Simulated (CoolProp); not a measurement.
A simple Rankine cycle with carbonyl sulfide: condensing at 304.15 K, boiler at 4.31 MPa, turbine inlet 396.2 K, turbine efficiency 0.75, pump efficiency 0.8, no recuperator. Each further row changes one setting.

The numbers come from the reference Helmholtz-energy equation of state, Lemmon 2006 in CoolProp. It is a short technical equation, of lower accuracy than the large ones.

| case | thermal efficiency (%) | net work (kJ/kg) | heat in (kJ/kg) | turbine exit temperature (K) | volume ratio over the turbine |
|---|---|---|---|---|---|
| as stated | (withheld) | 27.6 | 284 | 324.0 | 2.66 |
| turbine inlet 416.2 K | (withheld) | 30.9 | 305 | 344.5 | 2.64 |
| condensing temperature 296.15 K | 11.1 | 32.6 | 295 | 313.0 | 3.18 |
| boiler pressure 3.02 MPa | 7.2 | (withheld) | 300 | 350.3 | 1.90 |
| turbine efficiency 0.65 | 8.3 | 23.4 | 284 | 328.7 | 2.73 |

Problem. What belongs in the gaps?

Solution. 
- as stated, thermal efficiency (%): 9.7
- turbine inlet 416.2 K, thermal efficiency (%): 10.1
- boiler pressure 3.02 MPa, net work (kJ/kg): 21.5
